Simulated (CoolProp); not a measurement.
n-nonane at several states: fugacity coefficient from the reference equation and from simpler models built on Tc = 321.4 °C, pc = 2.282 MPa, ω = 0.443; each cubic takes its own stable root.

Model: reference Helmholtz-energy equation of state, Lemmon 2006, in CoolProp. It is a short technical equation, of lower accuracy than the large ones.

```json
[
 {"T (°C)": "179.65", "p (MPa)": "0.215", "phase": "liquid", "reference": "0.8731", "van der Waals": "?", "Redlich-Kwong": "0.9315", "Peng-Robinson": "?"},
 {"T (°C)": "316.35", "p (MPa)": "0.0193", "phase": "gas", "reference": "0.9970", "van der Waals": "0.9974", "Redlich-Kwong": "0.9970", "Peng-Robinson": "0.9967"},
 {"T (°C)": "240.35", "p (MPa)": "0.159", "phase": "gas", "reference": "?", "van der Waals": "?", "Redlich-Kwong": "0.9642", "Peng-Robinson": "0.9576"}
]
```

Some entries are withheld; supply them.


- 179.65, van der Waals: 0.9470
- 179.65, Peng-Robinson: 0.8815
- 240.35, reference: 0.9581
- 240.35, van der Waals: 0.9707

At some of these states van der Waals, Redlich-Kwong gives the other phase, because its saturation line lies elsewhere.
